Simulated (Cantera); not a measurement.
A perfectly stirred reactor is fed with N₂O : O₂ = 1 : 0.14 (molar parts), at 0.0276 atm; it is held at 1398 K, and followed from long to short residence time.

Computed with Cantera and GRI-Mech 3.0 (53 species, 325 reactions). GRI-Mech 3.0 was tuned for natural gas; its chemistry of N2O as a main component is partial and can be far from experiment. Radical loss at walls, strong at low pressure, is not modelled. The mechanism lacks the step 2 NO + O2 → 2 NO2, which can matter for NO2 below about 1400 K. The temperature is held fixed by assumption; the heat of reaction is taken as removed at once.

x: mole fraction; the columns are a selection and need not sum to one.

```json
[
 {"τ (s)": "16", "x N₂O": "0.0830", "x O₂": "0.312", "x N₂": "0.500", "x NO": "0.105", "x NO₂": "(withheld)"},
 {"τ (s)": "3.6", "x N₂O": "0.274", "x O₂": "0.266", "x N₂": "0.379", "x NO": "0.0816", "x NO₂": "(withheld)"},
 {"τ (s)": "0.82", "x N₂O": "0.583", "x O₂": "0.192", "x N₂": "0.184", "x NO": "0.0400", "x NO₂": "(withheld)"},
 {"τ (s)": "0.19", "x N₂O": "0.785", "x O₂": "0.145", "x N₂": "0.0576", "x NO": "0.0125", "x NO₂": "(withheld)"},
 {"τ (s)": "0.042", "x N₂O": "0.855", "x O₂": "0.128", "x N₂": "0.0139", "x NO": "0.00301", "x NO₂": "(withheld)"},
 {"τ (s)": "0.0096", "x N₂O": "0.872", "x O₂": "0.124", "x N₂": "0.00322", "x NO": "0.000694", "x NO₂": "(withheld)"},
 {"τ (s)": "0.0022", "x N₂O": "0.876", "x O₂": "0.123", "x N₂": "0.000726", "x NO": "0.000153", "x NO₂": "(withheld)"}
]
```

Fill in the missing entries.


- 16, x NO₂: 4.31e-5
- 3.6, x NO₂: 3.03e-5
- 0.82, x NO₂: 1.26e-5
- 0.19, x NO₂: 3.14e-6
- 0.042, x NO₂: 4.59e-7
- 0.0096, x NO₂: 3.99e-8
- 0.0022, x NO₂: 2.30e-9
